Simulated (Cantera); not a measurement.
Input: 1 mol Fe(CO)5, a varied amount of N2, equilibrated at 0.133 bar.

Method: chemical equilibrium by Gibbs-energy minimisation in Cantera with the NASA 1993 tables (ideal gas, pure condensed phases). Candidate condensed phases: C, Fe, Fe(CO)5, FeO, Fe2O3, Fe3O4; 27 gas species. Condensed phases not in the tables: cementite and carbon dissolved in iron. The numbers say what is thermodynamically allowed, not how fast it happens.

**Question.** What condenses at these points (T in K, n(N2) in mol): (1300, 86); (1350, 59); (1300, 77); (1250, 14); (1150, 59)?

**Answer.** 
| T (K) | n(N2) in mol | condensed phases | Fe condensed (%) |
|---|---|---|---|
| 1300 | 86 | Fe | 100.0 |
| 1350 | 59 | Fe | 100.0 |
| 1300 | 77 | Fe | 100.0 |
| 1250 | 14 | C + Fe | 100.0 |
| 1150 | 59 | C + Fe | 100.0 |
